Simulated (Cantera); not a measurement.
Feed: 1 mol N₂O, 0.051 mol H₂O, 9 mol H₂, held at 3050 °C and 10.0 mbar.

These are equilibrium values from Cantera (NASA tables, ideal gas, pure condensed phases), not measurements of a reactor. Candidate condensed phases: H₂O; 24 gas species. Kinetics and transport are ignored.

Q: What is the equilibrium state?

A: 
- x(H) = 0.845
- x(N₂) = 0.0519
- x(O) = 0.0486
- x(H₂) = 0.0477
- x(OH) = 0.00463
- x(H₂O) = 0.000629
- x(NO) = 0.000601
- x(O₂) = 0.000249
- x(N) = 0.000208
- gas amount = 19.12 mol
